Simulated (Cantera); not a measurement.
Mixture: CH₃OH : O₂ : N₂ = 1 : 1.25 : 4.7 (molar parts), at 7500 Torr, adiabatic and at constant pressure. Ignition delay is the time to a rise of 400 K.

Computed with Cantera and GRI-Mech 3.0 (53 species, 325 reactions). GRI-Mech 3.0 was tuned for natural gas; its chemistry of methanol as a main component is partial and can be far from experiment.

Task: What does this change do: CH3OH 1 to 1.5 parts?

Result: 
```json
[
 {"quantity": "delay at 1250 K", "before": "0.636 ms", "after": "0.580 ms"},
 {"quantity": "delay at 1450 K", "before": "48.1 µs", "after": "42.8 µs"},
 {"quantity": "delay at 1650 K", "before": "8.07 µs", "after": "6.96 µs"},
 {"quantity": "delay at 1850 K", "before": "2.20 µs", "after": "1.88 µs"},
 {"quantity": "delay at 2050 K", "before": "0.821 µs", "after": "0.712 µs"},
 {"quantity": "apparent activation energy between 1950 and 2150 K", "before": "150 kJ/mol", "after": "140 kJ/mol"}
]
```
